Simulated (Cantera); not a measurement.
Charge: 1 mol trisilylamine, 22 mol NH3, 0.33 mol H2, at 1575 °C and 0.00133 bar.

These are equilibrium values from Cantera (NASA tables, ideal gas, pure condensed phases), not measurements of a reactor. Candidate condensed phases: Si, Si3N4; 18 gas species. The feed counts by its element totals alone. The tables' values for SiN are old estimates; treat these amounts as uncertain. Gases not in the tables: Si2H6 and higher silanes. Kinetics and transport are ignored.

Base state: H2 0.752, N2 0.230, H 0.0126, Si 0.00471, SiH 0.000149, Si2N 4.86e-5, Si2 3.27e-5, SiN 3.18e-5 (mole fractions); condensed: Si(l).

### Question
What changes in the equilibrium state with this change: temperature from 1575 °C to 1050 °C?

### Answer
```json
[
 {"species": "H2", "before": "0.752", "after": "0.799"},
 {"species": "N2", "before": "0.230", "after": "0.201"},
 {"species": "H", "before": "0.0126", "after": "3.89e-5"},
 {"species": "SiH2", "before": "3.13e-5", "after": "2.04e-9"},
 {"species": "Si", "before": "0.00471", "after": "1.51e-9"},
 {"species": "SiH", "before": "0.000149", "after": "<1e-9"},
 {"species": "Si(l), mol", "before": "2.75", "after": "0"},
 {"species": "Si3N4(s), mol", "before": "0", "after": "1.00"}
]
```
